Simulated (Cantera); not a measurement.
Input: 1 mol C2H2, 0.4 mol H2O, at 280000 Pa.

Equilibrium computed with Cantera from the NASA thermochemical tables; the gas is ideal and each condensed phase is pure. Candidate condensed phases: C, C6H6, C7H8, C8H18, H2O; 110 gas species. Equilibrium is a limit: real reactors are often held back by kinetics, nucleation or transport.

### Question
What share of the C ends up in condensed phases as a function of T (K), at 523, 723, 923, 1123, 1323, 1523, 1723, 1923, 2123, 2323, 2523, 2723?

### Answer
```
T (K)  C condensed (%)           as
-----  ---------------  -----------
523               73.1  C(graphite)
723               74.9  C(graphite)
923               80.6  C(graphite)
1123              79.2  C(graphite)
1323              79.4  C(graphite)
1523              79.7  C(graphite)
1723              79.9  C(graphite)
1923              79.9  C(graphite)
2123              79.7  C(graphite)
2323              79.3  C(graphite)
2523              78.3  C(graphite)
2723              76.5  C(graphite)
```
